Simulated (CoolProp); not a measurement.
Vapour-liquid equilibrium of nitrogen (1) + oxygen (2) at 0.108 MPa; x and y are mole fractions of (1).

The numbers come from the multi-fluid Helmholtz-energy mixture model, Span 2000 and Schmidt 1985; pair parameters Gernert 2013 in CoolProp.

| x | bubble temperature, mixture model (°C) | bubble temperature, Raoult's law (°C) | y, mixture model | y, Raoult's law |
|---|---|---|---|---|
| 0.05 | ___ | -183.5 | ___ | 0.161 |
| 0.2 | ___ | -186.6 | ___ | 0.493 |
| 0.35 | ___ | -188.9 | 0.686 | 0.688 |
| 0.5 | ___ | -190.8 | 0.799 | 0.811 |
| 0.65 | -192.5 | -192.4 | 0.880 | 0.892 |
| 0.8 | -193.8 | -193.8 | ___ | 0.949 |
| 0.95 | -194.9 | -194.9 | ___ | 0.989 |

Q: Complete the blanks.

A: 
- 0.05, bubble temperature, mixture model (°C): -183.8
- 0.05, y, mixture model: 0.178
- 0.2, bubble temperature, mixture model (°C): -187.0
- 0.2, y, mixture model: 0.507
- 0.35, bubble temperature, mixture model (°C): -189.3
- 0.5, bubble temperature, mixture model (°C): -191.1
- 0.8, y, mixture model: 0.940
- 0.95, y, mixture model: 0.987

The largest gap from Raoult's law is -0.4 K in bubble temperature, at x = 0.2. No azeotrope shows between x = 0.05 and 0.95.

The pair parameters rest on a limited set of measurements; away from them the model extrapolates.
